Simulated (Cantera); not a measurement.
Charge: 1 mol CH3SiCl3, 0.029 mol C3H8, 9.5 mol H2, 0.57 mol CH4, equilibrated at 1350 K and 0.00190 bar.

Method: chemical equilibrium by Gibbs-energy minimisation in Cantera with the NASA 1993 tables (ideal gas, pure condensed phases). Candidate condensed phases: C, C6H6, C7H8, C8H18, Si, SiC; 109 gas species. The feed counts by its element totals alone. The tables' values for SiCl3 are old estimates; treat these amounts as uncertain. Rates play no part.

Base state: H2 0.783, HCl 0.217, SiCl2 0.000640, SiCl3 5.00e-5, H 4.84e-5, SiCl4 1.95e-5, Cl 1.11e-5 (mole fractions); condensed: C(graphite) + SiC(s).

Task: What changes in the equilibrium state with this change: temperature from 1350 K to 2248.15 K?

Result: 
```csv
species,before,after
H2,0.783,0.635
HCl,0.217,0.149
H,4.84e-5,0.134
Si,<1e-9,0.0380
Cl,1.11e-5,0.0228
SiC2,<1e-9,0.00436
Si2C,<1e-9,0.00262
"C(graphite), mol",0.667,1.35
"SiC(s), mol",0.990,0.0654
```
The tables' values for SiCl are old estimates; treat these amounts as uncertain. Gases not in the tables: Si2H6 and higher silanes.
